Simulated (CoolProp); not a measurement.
A single-stage vapour-compression cycle with R236EA: evaporating at 329.15 K (dew point), condensing at 399.15 K (bubble point), superheat 2 K, subcooling 5 K, compressor efficiency 0.9, no pressure losses. Each further row changes one setting.

The numbers come from the reference Helmholtz-energy equation of state, Rui 2013 in CoolProp.

```json
[
 {"case": "as stated", "cooling COP": "1.83", "pressure ratio": "4.93", "discharge temperature (K)": "399.1", "refrigerating effect (kJ/kg)": "44.6", "volumetric capacity (kJ/m³)": "1540"},
 {"case": "evaporating temperature 334.15 K", "cooling COP": "2.16", "pressure ratio": "4.30", "discharge temperature (K)": "399.1", "refrigerating effect (kJ/kg)": "48.0", "volumetric capacity (kJ/m³)": "1910"},
 {"case": "condensing temperature 394.15 K", "cooling COP": "2.28", "pressure ratio": "4.47", "discharge temperature (K)": "394.2", "refrigerating effect (kJ/kg)": "53.0", "volumetric capacity (kJ/m³)": "1830"},
 {"case": "subcooling 10 K", "cooling COP": "2.20", "pressure ratio": "4.93", "discharge temperature (K)": "399.1", "refrigerating effect (kJ/kg)": "53.5", "volumetric capacity (kJ/m³)": "1850"},
 {"case": "superheat 12 K", "cooling COP": "2.07", "pressure ratio": "4.93", "discharge temperature (K)": "401.2", "refrigerating effect (kJ/kg)": "54.5", "volumetric capacity (kJ/m³)": "1800"},
 {"case": "compressor efficiency 0.8", "cooling COP": "1.63", "pressure ratio": "4.93", "discharge temperature (K)": "399.1", "refrigerating effect (kJ/kg)": "44.6", "volumetric capacity (kJ/m³)": "1540"}
]
```

The compression ends wet for: as stated; evaporating temperature 334.15 K; condensing temperature 394.15 K; subcooling 10 K; compressor efficiency 0.8.
